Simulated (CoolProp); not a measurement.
A closed Brayton cycle with dry air: compressor inlet 330.15 K and 3.1 MPa, high pressure 7 MPa, turbine inlet 795 K, compressor efficiency 0.85, turbine efficiency 0.9, recuperator effectiveness 0 (on enthalpy, no pinch check). Each further row changes one setting.

The numbers come from the reference Helmholtz-energy equation of state, Lemmon 2000 in CoolProp. It is a pseudo-pure fit of the blend.

```json
[
 {"case": "as stated", "thermal efficiency (%)": "12.8", "net work (kJ/kg)": "49.8", "compressor to turbine work": "0.67", "compressor exit (K)": "432.3", "turbine exit (K)": "655.4"},
 {"case": "turbine inlet 745 K", "thermal efficiency (%)": "11.9", "net work (kJ/kg)": "40.1", "compressor to turbine work": "0.72", "compressor exit (K)": "432.3", "turbine exit (K)": "612.9"},
 {"case": "compressor inlet 340.15 K", "thermal efficiency (%)": "12.4", "net work (kJ/kg)": "46.6", "compressor to turbine work": "…", "compressor exit (K)": "…", "turbine exit (K)": "655.4"},
 {"case": "high pressure 5.95 MPa", "thermal efficiency (%)": "10.8", "net work (kJ/kg)": "44.5", "compressor to turbine work": "0.64", "compressor exit (K)": "410.0", "turbine exit (K)": "681.3"},
 {"case": "recuperator effectiveness 0.5", "thermal efficiency (%)": "…", "net work (kJ/kg)": "49.8", "compressor to turbine work": "0.67", "compressor exit (K)": "432.3", "turbine exit (K)": "655.4"}
]
```

**Question.** What belongs in the gaps?

**Answer.** 
- compressor inlet 340.15 K, compressor to turbine work: 0.70
- compressor inlet 340.15 K, compressor exit (K): 445.2
- recuperator effectiveness 0.5, thermal efficiency (%): 18.2
